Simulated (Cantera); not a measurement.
Input (Python, Cantera):

```python
import numpy as np
import cantera as ct

gas = ct.Solution("gri30.yaml")
gas.TPX = 2950, 4500, {'CH4': 0.0026, 'H2': 1, 'O2': 0.0038, 'N2': 0.05}
reactor = ct.IdealGasConstPressureReactor(gas, energy="off", clone=False)
net = ct.ReactorNet([reactor])
net.rtol, net.atol = 1e-08, 1e-18
show = ['CH4', 'H2', 'O2', 'H2O2', 'CO2', 'OH', 'C2H6']
times = np.geomspace(0.0004, 40, 13)

steps = ct.SolutionArray(gas, extra=["t"])
rows = []
print(f"{'t/s':>10s}{'T/K':>9s}{'P/Pa':>11s}" + "".join(f"{s:>11s}" for s in show))
for t in times:
    while net.time < t:
        t_next = net.step()
        steps.append(gas.state, t=t_next)
    rows.append([np.interp(t, steps.t, y) for y in (steps.T, steps.P, *steps(*show).X.T)])
    print(f"{t:10.3e}{rows[-1][0]:9.1f}{rows[-1][1]:11.4g}" + "".join(f"{x:11.3e}" for x in rows[-1][2:]))
rate = np.gradient(steps.T, steps.t)
print("integrator steps:", len(steps.t))
if steps.T.max() > steps.T[0] + 200:
    print(f"time of steepest temperature rise: {steps.t[rate.argmax()]:.4e} s")
gas.TPX = 2950, 4500, {'CH4': 0.0026, 'H2': 1, 'O2': 0.0038, 'N2': 0.05}
gas.equilibrate("TP")
print(f"equilibrium (TP): T = {gas.T:.1f} K  " + "  ".join(f"{s} {gas[s].X[0]:.3e}" for s in show))
```

It prints:

```
       t/s      T/K       P/Pa        CH4         H2         O2       H2O2        CO2         OH       C2H6
 4.000e-04   2950.0       4500  1.128e-03  9.049e-01  2.512e-08  2.423e-12  1.551e-07  9.561e-05  1.553e-08
 1.044e-03   2950.0       4500  3.556e-04  8.796e-01  2.089e-08  2.675e-12  2.634e-07  1.562e-04  2.534e-09
 2.725e-03   2950.0       4500  5.797e-05  8.463e-01  4.147e-08  3.447e-12  8.658e-07  2.146e-04  9.598e-11
 7.113e-03   2950.0       4500  3.424e-06  7.865e-01  7.484e-08  3.537e-12  1.511e-06  2.771e-04  4.790e-13
 1.857e-02   2950.0       4500  5.175e-11  6.789e-01  2.279e-07  5.399e-12  1.491e-06  4.490e-04  1.622e-22
 4.846e-02   2950.0       4500  3.756e-13  5.565e-01  5.783e-07  7.211e-12  1.367e-06  6.474e-04  1.253e-26
 1.265e-01   2950.0       4500  1.569e-13  5.058e-01  7.824e-07  7.581e-12  1.297e-06  7.179e-04  2.550e-27
 3.302e-01   2950.0       4500  1.497e-13  5.030e-01  7.944e-07  7.593e-12  1.293e-06  7.215e-04  2.343e-27
 8.618e-01   2950.0       4500  1.497e-13  5.030e-01  7.945e-07  7.593e-12  1.293e-06  7.215e-04  2.342e-27
 2.249e+00   2950.0       4500  1.497e-13  5.030e-01  7.945e-07  7.593e-12  1.293e-06  7.215e-04  2.342e-27
 5.871e+00   2950.0       4500  1.497e-13  5.030e-01  7.945e-07  7.593e-12  1.293e-06  7.215e-04  2.342e-27
 1.532e+01   2950.0       4500  1.497e-13  5.030e-01  7.945e-07  7.593e-12  1.293e-06  7.215e-04  2.342e-27
 4.000e+01   2950.0       4500  1.497e-13  5.030e-01  7.945e-07  7.593e-12  1.293e-06  7.215e-04  2.342e-27
integrator steps: 2241
equilibrium (TP): T = 2950.0 K  CH4 1.514e-13  H2 5.030e-01  O2 7.945e-07  H2O2 7.593e-12  CO2 1.293e-06  OH 7.215e-04  C2H6 2.395e-27
```

Detailed kinetics in Cantera: GRI-Mech 3.0 (53 species, 325 reactions). Radical loss at walls, strong at low pressure, is not modelled.
